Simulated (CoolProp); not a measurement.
Vapour-liquid equilibrium of n-hexane (1) + cyclohexane (2) at 0.849 bar; x and y are mole fractions of (1).

Model: multi-fluid Helmholtz-energy mixture model, Thol 2019 and Zhou 2014; pair parameters Bell 2016, in CoolProp.

```
x     bubble temperature (°C)  y at the bubble point  dew temperature at overall composition x (°C)  liquid density (mol/L)
----  -----------------------  ---------------------  ---------------------------------------------  ----------------------
0.05                     74.0                  0.076                                           74.3                     [?]
0.2                       [?]                  0.274                                            [?]                   8.299
0.35                      [?]                  0.441                                           70.7                   8.070
0.5                      67.8                    [?]                                           68.8                   7.850
0.65                     66.3                  0.721                                           67.1                   7.639
0.8                      64.9                  0.845                                           65.4                   7.437
0.95                     63.6                  0.962                                           63.7                   7.244
```

Task: Fill in the missing entries.

Result: 
- 0.05, liquid density (mol/L): 8.537
- 0.2, bubble temperature (°C): 71.6
- 0.2, dew temperature at overall composition x (°C): 72.5
- 0.35, bubble temperature (°C): 69.6
- 0.5, y at the bubble point: 0.587

No azeotrope shows between x = 0.05 and 0.95.

Pair parameters are fitted to limited data, so mixtures are less certain than the pure fluids.
